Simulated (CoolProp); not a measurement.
A single-stage vapour-compression cycle with chlorine: evaporating at 229.15 K (dew point), condensing at 285.15 K (bubble point), superheat 2 K, subcooling 8 K, compressor efficiency 0.85, no pressure losses. Each further row changes one setting.

Computed with CoolProp (reference Helmholtz-energy equation of state, Thol 2021).

```csv
case,cooling COP,pressure ratio,discharge temperature (K),refrigerating effect (kJ/kg),volumetric capacity (kJ/m³)
as stated,2.83,8.41,416.7,248,593
evaporating temperature 234.15 K,3.25,6.64,399.7,250,744
condensing temperature 280.15 K,…,7.23,400.6,253,605
subcooling 13 K,2.88,8.41,416.7,253,605
superheat 12 K,2.76,8.41,433.3,253,…
compressor efficiency 0.75,…,8.41,439.2,248,593
```

### Question
What belongs in the gaps?

### Answer

- condensing temperature 280.15 K, cooling COP: 3.17
- superheat 12 K, volumetric capacity (kJ/m³): 578
- compressor efficiency 0.75, cooling COP: 2.49
